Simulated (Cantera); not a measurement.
# Low-pressure radical oxidation in H2/O2

A perfectly stirred reactor is fed with H2 : O2 = 0.038 : 1 (molar parts), equivalence ratio 0.019, at 2600 Pa; it is held at 1075 K, and followed from long to short residence time.

Cantera simulation using the H2/O2 subset of GRI-Mech 3.0, which has no nitrogen chemistry; the numbers are that mechanism's predictions, not measurements. Radical loss at walls, strong at low pressure, is not modelled. The temperature is held fixed by assumption; the heat of reaction is taken as removed at once.

| τ (s) | x H2 | x O2 | x H2O2 | x H2O | x OH | x H |
|---|---|---|---|---|---|---|
| 6.0 | 6.33e-5 | 0.962 | 7.87e-8 | 0.0371 | 0.000178 | 6.72e-6 |
| 1.9 | 0.000125 | 0.962 | 1.02e-7 | 0.0370 | 0.000265 | 2.10e-5 |
| 0.58 | 0.000246 | 0.961 | 1.29e-7 | 0.0368 | 0.000405 | 6.75e-5 |
| 0.18 | 0.000475 | 0.960 | 1.62e-7 | 0.0363 | 0.000621 | 0.000208 |
| 0.057 | 0.000908 | 0.958 | 2.03e-7 | 0.0355 | 0.000952 | 0.000599 |
| 0.018 | 0.00177 | 0.954 | 2.58e-7 | 0.0338 | 0.00145 | 0.00157 |
| 0.0055 | 0.00365 | 0.950 | 3.37e-7 | 0.0304 | 0.00214 | 0.00348 |
x: mole fraction; the columns are a selection and need not sum to one.
